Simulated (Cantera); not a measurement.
Cantera run:

```python
import numpy as np
import cantera as ct

gas_names = """
    CL CL2 H HCL H2 N NH NH2 NH3 N2 N2H2 N2H4 Si SiCL SiCL2 SiCL3 SiCL4 SiH SiHCL3 SiH2 SiH2CL2 SiH3
    SiH3CL SiH4 SiN Si2 Si2N Si3
""".split()
cond_names = """
    NH4CL(a) NH4CL(b) Si(cr) Si(L) Si3N4(a)
""".split()


def load(file, names, dense=False):
    # The tables refer to 1 bar. Condensed volumes are neglected.
    table = {s.name: s for s in ct.Species.list_from_file(file)}
    out = []
    for n in names:
        d = dict(table[n].input_data)
        d["thermo"] = dict(d["thermo"], **{"reference-pressure": 1e5})
        if dense:
            d["equation-of-state"] = {"model": "constant-volume", "density": "1e6 g/cm^3"}
        out.append(ct.Species.from_dict(d))
    return out


gas = ct.Solution(thermo="ideal-gas", species=load("nasa_gas.yaml", gas_names))
cond = {s.name: ct.Solution(thermo="fixed-stoichiometry", species=[s], name=s.name)
        for s in load("nasa_condensed.yaml", cond_names, dense=True)}
atoms = {
    'SiHCl3': {'Si': 1, 'H': 1, 'CL': 3},
    'N2': {'N': 2},
}
top_T = {'Si3N4(a)': 2400}  # K; cautious upper limits of use, not melting points


def equilibrate(T, P, feed):
    n = {}
    for name, mol in feed.items():
        for a, k in atoms[name].items():
            n[a] = n.get(a, 0.0) + k * mol
    gas.TPX = T, P, n
    mass = sum(n.values()) * gas.mean_molecular_weight
    gas.equilibrate("TP")
    valid = [c for c in cond.values() if c.min_temp <= T <= top_T.get(c.name, c.max_temp)]
    mix = ct.Mixture([(gas, mass / gas.mean_molecular_weight)] + [(c, 0.0) for c in valid])
    mix.T, mix.P = T, P
    mix.equilibrate("TP", solver="vcs", rtol=1e-11, max_steps=5000)
    return mix


results = []
feed = {'SiHCl3': 1, 'N2': 98}  # mol
T = 1248  # K
P = 10000  # Pa
mix = equilibrate(T, P, feed)
results.append((T, P, feed, dict(zip(mix.species_names, mix.species_moles))))
print(gas.report(threshold=1e-06))
for i in range(1, mix.n_phases):
    print(f"{mix.phase(i).name:16s} {mix.phase_moles(i):12.5e} mol")
```

Result:

```
       temperature   1248 K
          pressure   10000 Pa
           density   0.027778 kg/m^3
  mean mol. weight   28.824 kg/kmol
   phase of matter   gas

                          1 kg             1 kmol
                     ---------------   ---------------
          enthalpy        8.9452e+05        2.5783e+07  J
   internal energy        5.3452e+05        1.5407e+07  J
           entropy            8903.4        2.5663e+05  J/K
    Gibbs function       -1.0217e+07       -2.9449e+08  J
 heat capacity c_p            1186.8             34209  J/K
 heat capacity c_v            898.38             25894  J/K

                      mass frac. Y      mole frac. X     chem. pot. / RT
                     ---------------   ---------------   ---------------
               HCL          0.011934         0.0094348           -40.731
                H2        2.2456e-05        0.00032106            -28.43
                N2           0.95728           0.98494           -27.783
             SiCL2        0.00027143        7.9039e-05           -66.261
             SiCL3         0.0010899        0.00023367           -92.776
             SiCL4          0.029376         0.0049841           -119.29
            SiHCL3        2.8067e-05         5.973e-06           -106.99
     [  +21 minor]        8.2429e-07         6.934e-07

Si(cr)            0.00000e+00 mol
Si3N4(a)          1.58028e-01 mol
```

Cantera equilibrium calculation (NASA polynomials, part measured and part estimated; ideal gas, pure solids and liquids). N2 is the only nitrogen source here; it is nearly inert below about 1500 K, so the nitride shown seldom forms there in practice. The tables' values for SiCl3 are old estimates; treat these amounts as uncertain.
